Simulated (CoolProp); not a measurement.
Vapour-liquid equilibrium of R125 (1) + n-butane (2) at 302 K; x and y are mole fractions of (1).

The numbers come from the multi-fluid Helmholtz-energy mixture model, Lemmon 2005 and Bücker 2006; pair parameters Bell 2016 in CoolProp.

Problem. Give the bubble pressure and the first vapour's composition at x = 0.65, 0.875, 0.95. Is there an azeotrope?

Solution. x = 0.65: 1.319 MPa, y = 0.835; x = 0.875: 1.462 MPa, y = 0.916; x = 0.95: 1.503 MPa, y = 0.961. No azeotrope shows between x = 0.05 and 0.95.

Pair parameters are fitted to limited data, so mixtures are less certain than the pure fluids. With so large a gap from Raoult's law the liquid may split in two, which this calculation doesn't test in full.
